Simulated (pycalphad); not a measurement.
An equivalent pycalphad script:

```python
from pycalphad import Database, equilibrium, calculate, variables as v
import numpy as np
db = Database('COST507.tdb')
comps = ['MG', 'SI', 'AL', 'VA']
phases = ['ALMG_BETA', 'ALMG_EPS', 'ALMG_GAMMA', 'DIAMOND_A4', 'FCC_A1', 'HCP_A3', 'LIQUID', 'MG2SI']
eq = equilibrium(db, comps, phases, {v.X('SI'): 0.0022, v.X('AL'): 0.0008, v.T: np.arange(1650, 349, -50), v.P: 101325, v.N: 1}, output=['HM', 'SM'])
```

All values are pycalphad results on the COST 507 light-alloy database (1999) (1 atm), not direct measurements. No gas phase is included, though pure Mg would boil below 1650 K. The data set is of 1999 and partly superseded. Phase fractions are per mole of atoms. Diffusion is slow at the low end, where real alloys seldom reach equilibrium.

Results at three of the temperatures:

```
T = 1300.00 K, P = 101325 Pa, N = 1 mol of atoms
G = -71559 J/mol, H = 39108 J/mol, S = 85.13 J/(mol K)  (SER reference)
chemical potentials (J/mol): Mg -71349, Si -141969, Al -140074
phase             fraction      x(Mg)      x(Si)      x(Al)
LIQUID              1.0000     0.9970     0.0022     0.0008
```

```
T = 450.00 K, P = 101325 Pa, N = 1 mol of atoms
G = -15690 J/mol, H = 3783 J/mol, S = 43.27 J/(mol K)  (SER reference)
chemical potentials (J/mol): Mg -15556, Si -70583, Al -31576
phase             fraction      x(Mg)      x(Si)      x(Al)
HCP_A3              0.9934     0.9992   1.07e-11   0.000805
MG2SI               0.0066     0.6667     0.3333       none
```

```
T = 350.00 K, P = 101325 Pa, N = 1 mol of atoms
G = -11679 J/mol, H = 1171 J/mol, S = 36.72 J/(mol K)  (SER reference)
chemical potentials (J/mol): Mg -11544, Si -69058, Al -21920
phase             fraction      x(Mg)      x(Si)      x(Al)
HCP_A3              0.9934     0.9992      1e-14   0.000805
MG2SI               0.0066     0.6667     0.3333       none
```

Changes of the phase set, refined by bisection:

| T (K) | phases above | phases below |
|---|---|---|
| 920.7 | LIQUID | HCP_A3 + LIQUID |
| 910.8 | HCP_A3 + LIQUID | HCP_A3 + LIQUID + MG2SI |
| 910.4 | HCP_A3 + LIQUID + MG2SI | HCP_A3 + MG2SI |

Database names, with the compositions (at.%) that they take in these runs: MG2SI: Mg 67 Si 33. HCP_A3 is hcp. An entry "none" or "no" means that the model of the phase leaves that element out.
